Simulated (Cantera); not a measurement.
Input: 1 mol SiH2Cl2, 3 mol HCl, 330 mol H2, at 1223 K and 3.00 mbar.

These are equilibrium values from Cantera (NASA tables, ideal gas, pure condensed phases), not measurements of a reactor. Candidate condensed phases: Si; 19 gas species. The numbers say what is thermodynamically allowed, not how fast it happens.

Base state: H2 0.986, HCl 0.0139, SiCl2 0.000479 (mole fractions); condensed: Si(s).

Problem. What changes in the equilibrium state with this change: temperature from 1223 K to 975 K?

Solution. 
```
species      before     after
----------  -------  --------
H2            0.986     0.988
HCl          0.0139    0.0113
SiCl4       1.15e-6  0.000552
SiHCl3      2.51e-6  0.000277
SiH2Cl2     7.32e-7   1.45e-5
SiCl3       8.31e-6   6.36e-5
Si(s), mol    0.835     0.627
```
The tables' values for SiCl3 are old estimates; treat these amounts as uncertain.
